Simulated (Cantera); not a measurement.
Feed: 1 mol AlN, 0.4 mol H₂, held at 2252 °C and 75.0 Torr.

Equilibrium computed with Cantera from the NASA thermochemical tables; the gas is ideal and each condensed phase is pure. Candidate condensed phases: Al, AlN; 13 gas species. Rates play no part.

Base state: Al 0.509, N₂ 0.259, H₂ 0.185, H 0.0381, AlH 0.00777, Al₂ 0.000903 (mole fractions); condensed: gas only.

### Question
What changes in the equilibrium state with this change: pressure from 75.0 Torr to 36.0 Torr?

### Answer
| species | before | after |
|---|---|---|
| Al | 0.509 | 0.508 |
| N₂ | 0.259 | 0.257 |
| H₂ | 0.185 | 0.176 |
| H | 0.0381 | 0.0537 |
| AlH | 0.00777 | 0.00524 |
| Al₂ | 0.000903 | 0.000431 |

### Question
What changes in the equilibrium state with this change: temperature from 2252 °C to 2425 °C?

### Answer
```
species    before     after
-------  --------  --------
Al          0.509     0.502
N₂          0.259     0.255
H₂          0.185     0.165
H          0.0381    0.0724
Al₂      0.000903  0.000516
AlH       0.00777   0.00579
```
